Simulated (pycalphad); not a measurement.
Computed with pycalphad from the COST 507 light-alloy database (1999), at 1 atm. The data set is of 1999 and partly superseded.

## Al-14.41Si-3.44Mn (at.%): equilibrium cooling sequence

```csv
T (°C),phases above,phases below
738.8,liquid,ALMNSI_BETA + liquid
732.5,ALMNSI_BETA + liquid,ALMNSI_ALPHA + ALMNSI_BETA + liquid
732.4,ALMNSI_ALPHA + ALMNSI_BETA + liquid,ALMNSI_ALPHA + liquid
614.9,ALMNSI_ALPHA + liquid,ALMNSI_ALPHA + diamond (Si) + liquid
576.3,ALMNSI_ALPHA + diamond (Si) + liquid,ALMNSI_ALPHA + diamond (Si) + fcc
```

Changes were sought between steps of 40 K, so a narrower field can be missed.

Database names, with the compositions (at.%) that they take in these runs: ALMNSI_BETA: Al 62 Mn 23 Si 15; ALMNSI_ALPHA: Al 70 Mn 17 Si 12.
